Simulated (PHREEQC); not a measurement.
# Brine: speciation

Dissolve 0.97 mol NaBr and 0.11 mol K2SO4 per kg of water at 25 °C. Closed to the air; pH follows from the charge balance.

Model: Pitzer model, pitzer.dat, run in PHREEQC.

Precipitation was switched off in this run.

Question: Predict the activity of water, osmotic coefficient.

Answer: activity of water 0.963; osmotic coefficient 0.910.

Complexes and solids missing from the database can't appear.
